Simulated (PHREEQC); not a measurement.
**Spent oxide etchant**

Make-up at 55 °C: 0.0025 mol/kgw HF, 0.012 mol/kgw (NH4)2SiF6, 0.0012 mol/kgw HBF4 and 0.0085 mol/kgw HCl. Closed to the air; pH follows from the charge balance.

Equilibrium calculation in PHREEQC: ion-association model, wateq4f.dat.

Each row changes one thing in this solution. Precipitation was switched off in this run.

| case | pH | ionic strength (mol/kgw) | SiF6-2 (mol/kgw) | HF (mol/kgw) | H4SiO4 (mol/kgw) | BF4- (mol/kgw) | SI of Chalcedony (SiO2) |
|---|---|---|---|---|---|---|---|
| as made | 2.17 | 0.0429 | 0.0109 | 0.00913 | 0.00107 | 0.000881 | +0.27 |
| diluted 100-fold with water | 3.54 | 0.000538 | 8.51e-10 | 0.000339 | 0.000120 | 1.62e-9 | -0.69 |
| 0.016 mol/kgw NH3 added | 3.91 | 0.0510 | 0.0109 | 0.00235 | [?] | 0.000428 | +0.29 |
| HCl from 0.0085 to 0.00935 mol/kgw | [?] | 0.0436 | 0.0109 | 0.00935 | [?] | [?] | +0.28 |
| temperature from 55 to 60 °C | 2.19 | 0.0424 | 0.0107 | [?] | 0.00127 | 0.000890 | +0.30 |
| HBF4 from 0.0012 to 0.0024 mol/kgw | 2.11 | 0.0441 | 0.0110 | 0.00963 | 0.001000 | 0.00180 | +0.24 |
| (NH4)2SiF6 from 0.012 to 0.024 mol/kgw | 2.19 | 0.0787 | 0.0228 | 0.00958 | 0.00120 | 0.000937 | +0.32 |

Task: Complete the blanks.

Result: 
- 0.016 mol/kgw NH3 added, H4SiO4 (mol/kgw): 0.00113
- HCl from 0.0085 to 0.00935 mol/kgw, pH: 2.13
- HCl from 0.0085 to 0.00935 mol/kgw, H4SiO4 (mol/kgw): 0.00110
- HCl from 0.0085 to 0.00935 mol/kgw, BF4- (mol/kgw): 0.000884
- temperature from 55 to 60 °C, HF (mol/kgw): 0.0103

Complexes and solids missing from the database can't appear. Some of these states are supersaturated (in Quartz (slow to form), Chalcedony (slow to form), for instance). At this temperature some constants are extrapolated from 25 °C, and those without enthalpy data are left unchanged. SiF6-2 is the database's only silicon fluoride. Real BF4- forms and hydrolyses slowly; the run takes it at equilibrium.
